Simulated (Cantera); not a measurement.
Feed: 1 mol Si, 0.67 mol H2O, 200 mol N2, 0.19 mol O2, at 1800 °C and 0.280 bar.

These are equilibrium values from Cantera (NASA tables, ideal gas, pure condensed phases), not measurements of a reactor. Candidate condensed phases: H2O, Si, SiO2, Si2N2O, Si3N4; 35 gas species. Rates play no part.

Base state: N2 0.992, SiO 0.00496, H2 0.00294, H 0.000270, H2O 0.000242 (mole fractions); condensed: gas only.

### Question
What changes in the equilibrium state with this change: pressure from 0.280 bar to 0.800 Pa?

### Answer
```
species    before     after
-------  --------  --------
N2          0.992     0.988
H        0.000270   0.00652
SiO       0.00496   0.00494
H2        0.00294   4.91e-5
H2O      0.000242   1.60e-7
O         1.66e-7  0.000231
NO        1.74e-6   1.29e-5
```

### Question
What changes in the equilibrium state with this change: O2 from 0.19 to 0.0022 mol?

### Answer
```json
[
 {"species": "N2", "before": "0.992", "after": "0.993"},
 {"species": "SiO", "before": "0.00496", "after": "0.00335"},
 {"species": "H2", "before": "0.00294", "after": "0.00318"},
 {"species": "Si", "before": "3.46e-9", "after": "0.000357"},
 {"species": "H2O", "before": "0.000242", "after": "1.71e-9"},
 {"species": "Si2N", "before": "<1e-9", "after": "5.08e-5"},
 {"species": "SiN", "before": "<1e-9", "after": "4.14e-5"},
 {"species": "H", "before": "0.000270", "after": "0.000281"},
 {"species": "Si(l), mol", "before": "0", "after": "0.221"}
]
```
The tables' values for SiN are old estimates; treat these amounts as uncertain.

### Question
What changes in the equilibrium state with this change: temperature from 1800 °C to 1477 °C?

### Answer
```json
[
 {"species": "N2", "before": "0.992", "after": "0.993"},
 {"species": "SiO", "before": "0.00496", "after": "0.00368"},
 {"species": "H2", "before": "0.00294", "after": "0.00331"},
 {"species": "H2O", "before": "0.000242", "after": "2.58e-6"},
 {"species": "H", "before": "0.000270", "after": "2.53e-5"},
 {"species": "SiO2(condensed), mol", "before": "0", "after": "0.119"},
 {"species": "Si2N2O(s), mol", "before": "0", "after": "0.0699"}
]
```
Mutual solubility and eutectic melting of coexisting phases are not modelled. The tables hold silica as quartz up to 1696 K and as liquid above; real silica turns to tridymite and cristobalite and melts near 1996 K.
